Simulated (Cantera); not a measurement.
What does this Cantera script print?

```python
import numpy as np
import cantera as ct

gas_names = """
    CL CL2 H HCL H2 N NH NH2 NH3 N2 N2H2 N2H4 Si SiCL SiCL2 SiCL3 SiCL4 SiH SiHCL3 SiH2 SiH2CL2 SiH3
    SiH3CL SiH4 SiN Si2 Si2N Si3
""".split()
cond_names = """
    NH4CL(a) NH4CL(b) Si(cr) Si(L) Si3N4(a)
""".split()


# ... load() reads the species with a 1 bar reference pressure and builds the phases ...
atoms = {
    'Si2Cl6': {'Si': 2, 'CL': 6},
    'NH3': {'N': 1, 'H': 3},
    'N2': {'N': 2},
}
top_T = {'Si3N4(a)': 2400}  # K; cautious upper limits of use, not melting points


# ... equilibrate(T, P, feed) seeds the gas with the atoms and calls Mixture.equilibrate('TP', solver="vcs", rtol=1e-11, max_steps=5000) ...
results = []
T = 1050  # K
P = 100000  # Pa
for m in [6.6, 9.1, 13, 17, 24, 33, 46, 63, 87]:
    feed = {'Si2Cl6': 1, 'NH3': 4.6, 'N2': m}  # mol
    mix = equilibrate(T, P, feed)
    results.append((T, P, feed, dict(zip(mix.species_names, mix.species_moles))))
    x = sorted(zip(gas.X, gas.species_names), reverse=True)
    print(f"T = {T:g} K  P = {P:g} Pa  n(N2) = {m:g} mol  gas = {mix.phase_moles(0):.4g} mol")
    print("   x: " + "  ".join(f"{s} {v:.3e}" for v, s in x if v > 1e-05))
    print("   condensed (mol): " + ("  ".join(f"{mix.phase(i).name} {mix.phase_moles(i):.4g}"
          for i in range(1, mix.n_phases) if mix.phase_moles(i) > 1e-12) or "none"))
```

Result:

```
T = 1050 K  P = 100000 Pa  n(N2) = 6.6 mol  gas = 17.33 mol
   x: N2 4.523e-01  H2 2.717e-01  HCL 2.525e-01  SiCL4 2.323e-02  SiHCL3 2.596e-04  NH3 4.041e-05  SiCL3 1.597e-05
   condensed (mol): Si3N4(a) 0.5309
T = 1050 K  P = 100000 Pa  n(N2) = 9.1 mol  gas = 19.84 mol
   x: N2 5.199e-01  H2 2.341e-01  HCL 2.271e-01  SiCL4 1.867e-02  SiHCL3 1.998e-04  NH3 3.464e-05  SiCL3 1.325e-05
   condensed (mol): Si3N4(a) 0.5418
T = 1050 K  P = 100000 Pa  n(N2) = 13 mol  gas = 23.75 mol
   x: N2 5.974e-01  HCL 1.961e-01  H2 1.923e-01  SiCL4 1.401e-02  SiHCL3 1.427e-04  NH3 2.766e-05  SiCL3 1.044e-05
   condensed (mol): Si3N4(a) 0.5545
T = 1050 K  P = 100000 Pa  n(N2) = 17 mol  gas = 27.76 mol
   x: N2 6.545e-01  HCL 1.720e-01  H2 1.624e-01  SiCL4 1.094e-02  SiHCL3 1.073e-04  NH3 2.247e-05
   condensed (mol): Si3N4(a) 0.5643
T = 1050 K  P = 100000 Pa  n(N2) = 24 mol  gas = 34.78 mol
   x: N2 7.231e-01  HCL 1.417e-01  H2 1.275e-01  SiCL4 7.653e-03  SiHCL3 7.150e-05  NH3 1.642e-05
   condensed (mol): Si3N4(a) 0.577
T = 1050 K  P = 100000 Pa  n(N2) = 33 mol  gas = 43.79 mol
   x: N2 7.793e-01  HCL 1.157e-01  H2 9.969e-02  SiCL4 5.295e-03  SiHCL3 4.736e-05  NH3 1.179e-05
   condensed (mol): Si3N4(a) 0.5886
T = 1050 K  P = 100000 Pa  n(N2) = 46 mol  gas = 56.8 mol
   x: N2 8.292e-01  HCL 9.164e-02  H2 7.563e-02  SiCL4 3.474e-03  SiHCL3 2.977e-05
   condensed (mol): Si3N4(a) 0.6003
T = 1050 K  P = 100000 Pa  n(N2) = 63 mol  gas = 73.81 mol
   x: N2 8.682e-01  HCL 7.220e-02  H2 5.737e-02  SiCL4 2.257e-03  SiHCL3 1.862e-05
   condensed (mol): Si3N4(a) 0.6106
T = 1050 K  P = 100000 Pa  n(N2) = 87 mol  gas = 97.82 mol
   x: N2 9.002e-01  HCL 5.567e-02  H2 4.269e-02  SiCL4 1.406e-03  SiHCL3 1.120e-05
   condensed (mol): Si3N4(a) 0.6204
```

These are equilibrium values from Cantera (NASA tables, ideal gas, pure condensed phases), not measurements of a reactor. The feed counts by its element totals alone. The tables' values for SiCl3 are old estimates; treat these amounts as uncertain.
